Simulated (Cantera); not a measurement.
A perfectly stirred reactor is fed with CH3OH : O2 : N2 : H2O = 1 : 1.5 : 5.64 : 0.24 (molar parts), equivalence ratio 1.0, at 760 Torr; it is adiabatic with a 575 K inlet, and is followed from long to short residence time, starting on the burning branch (τ in s: 0.033, 0.014, 0.0056, 0.0023, 0.00093, 0.00038, 0.00016, 6.4e-05, 2.6e-05, 1.1e-05).

Model: GRI-Mech 3.0 (53 species, 325 reactions), integrated in Cantera. GRI-Mech 3.0 was tuned for natural gas; its chemistry of methanol as a main component is partial and can be far from experiment.

Q: What does this change do: pressure from 760 Torr to 11300 Torr?

A: 
| quantity | before | after |
|---|---|---|
| blow-out, bracketed by the residence times tried | burning at 64.0 µs, out at 26.0 µs | burning at 11.0 µs, the shortest tried |
| x(CH3OH) at τ = 33.0 ms | 1.76e-6 | 2.85e-7 |
| x(O2) at τ = 33.0 ms | 0.00987 | 0.00415 |
| x(H2O) at τ = 33.0 ms | 0.237 | 0.246 |
| x(NO) at τ = 33.0 ms | 0.000981 | 0.00185 |
| x(HCO) at τ = 33.0 ms | 1.07e-7 | 1.15e-8 |
| x(CH3OH) at τ = 0.380 ms | 5.47e-5 | 1.59e-5 |
| x(O2) at τ = 0.380 ms | 0.0235 | 0.00878 |
| x(H2O) at τ = 0.380 ms | 0.215 | 0.241 |
| x(NO) at τ = 0.380 ms | 4.32e-5 | 0.000213 |
| x(HCO) at τ = 0.380 ms | 8.72e-6 | 6.29e-7 |
The pressure lies above the range GRI-Mech 3.0 was tuned for (to about 10 atm).
